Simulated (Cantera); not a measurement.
A closed system holds: 1 mol Cu2O, 0.88 mol H2, 1.7 mol H2O, equilibrated at 1673.15 K and 100 Torr.

These are equilibrium values from Cantera (NASA tables, ideal gas, pure condensed phases), not measurements of a reactor. Candidate condensed phases: Cu, CuO, Cu(OH)2, Cu2O, H2O; 12 gas species. Each liquid is taken as pure. Mutual solubility and eutectic melting of coexisting phases are not modelled. Equilibrium is a limit: real reactors are often held back by kinetics, nucleation or transport.

Base state: H2O 0.991, O2 0.00657, Cu 0.000835, OH 0.000662, H2 0.000506 (mole fractions); condensed: Cu(l) + Cu2O(l).

Task: What changes in the equilibrium state with this change: pressure from 100 Torr to 0.353 Torr?

Result: 
| species | before | after |
|---|---|---|
| H2O | 0.991 | 0.737 |
| Cu | 0.000835 | 0.237 |
| O2 | 0.00657 | 0.0183 |
| Cu2 | 8.84e-7 | 0.000251 |
| H | 7.03e-6 | 0.000324 |
| CuO | 3.84e-6 | 0.000108 |
| Cu(l), mol | 1.83 | 1.17 |
| Cu2O(l), mol | 0.0863 | 0 |

Task: What changes in the equilibrium state with this change: Cu2O replaced by ZrO2?

Result: 
| species | before | after |
|---|---|---|
| H2O | 0.991 | 0.659 |
| H2 | 0.000506 | 0.341 |
| H | 7.03e-6 | 0.000182 |
| O2 | 0.00657 | 6.40e-9 |
| Cu | 0.000835 | 0 |
| OH | 0.000662 | 1.70e-5 |
| Cu(l), mol | 1.83 | 0 |
| Cu2O(l), mol | 0.0863 | 0 |
| ZrO2(tetragonal), mol | 0 | 1.00 |
Further candidate phases: Zr, ZrO2.
